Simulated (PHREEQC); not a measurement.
0.15 g of hydrous ferric oxide (600 m²/g; 0.2 weak and 0.005 strong sites per Fe, Dzombak-Morel constants, diffuse double layer) in 1 kg of water with 0.01 mol/kgw of an inert sodium salt and 0.001 mol BaCl2 and 1.3e-05 mol CaCl2, at 25 °C; the pH is set by adding NaOH or the inert anion's acid. Oxygen is held at 0.21 atm. The system is closed to CO2. Nothing may precipitate in this run.

The numbers come from PHREEQC with the ion-association model, wateq4f.dat.

```json
[
 {"pH": "3", "Ba sorbed (%)": "0.0", "Ca sorbed (%)": "0.0", "surface charge σ (C/m²)": "0.332", "surface potential ψ (mV)": "198"},
 {"pH": "3.67", "Ba sorbed (%)": "0.0", "Ca sorbed (%)": "0.0", "surface charge σ (C/m²)": "0.268", "surface potential ψ (mV)": "189"},
 {"pH": "4.33", "Ba sorbed (%)": "0.0", "Ca sorbed (%)": "0.0", "surface charge σ (C/m²)": "0.191", "surface potential ψ (mV)": "172"},
 {"pH": "5", "Ba sorbed (%)": "0.0", "Ca sorbed (%)": "0.0", "surface charge σ (C/m²)": "0.123", "surface potential ψ (mV)": "150"},
 {"pH": "5.67", "Ba sorbed (%)": "0.0", "Ca sorbed (%)": "0.0", "surface charge σ (C/m²)": "0.073", "surface potential ψ (mV)": "123"},
 {"pH": "6.33", "Ba sorbed (%)": "0.1", "Ca sorbed (%)": "0.0", "surface charge σ (C/m²)": "0.040", "surface potential ψ (mV)": "94"},
 {"pH": "7", "Ba sorbed (%)": "0.4", "Ca sorbed (%)": "0.2", "surface charge σ (C/m²)": "0.021", "surface potential ψ (mV)": "62"},
 {"pH": "7.67", "Ba sorbed (%)": "0.8", "Ca sorbed (%)": "0.6", "surface charge σ (C/m²)": "0.008", "surface potential ψ (mV)": "29"},
 {"pH": "8.33", "Ba sorbed (%)": "1.1", "Ca sorbed (%)": "6.0", "surface charge σ (C/m²)": "-0.002", "surface potential ψ (mV)": "-6"},
 {"pH": "9", "Ba sorbed (%)": "3.7", "Ca sorbed (%)": "40.2", "surface charge σ (C/m²)": "-0.009", "surface potential ψ (mV)": "-32"},
 {"pH": "9.67", "Ba sorbed (%)": "9.7", "Ca sorbed (%)": "68.9", "surface charge σ (C/m²)": "-0.011", "surface potential ψ (mV)": "-40"},
 {"pH": "10.33", "Ba sorbed (%)": "13.6", "Ca sorbed (%)": "76.8", "surface charge σ (C/m²)": "-0.012", "surface potential ψ (mV)": "-42"},
 {"pH": "11", "Ba sorbed (%)": "14.8", "Ca sorbed (%)": "78.6", "surface charge σ (C/m²)": "-0.013", "surface potential ψ (mV)": "-42"}
]
```

The oxide is taken as insoluble; below pH 4 it would dissolve.
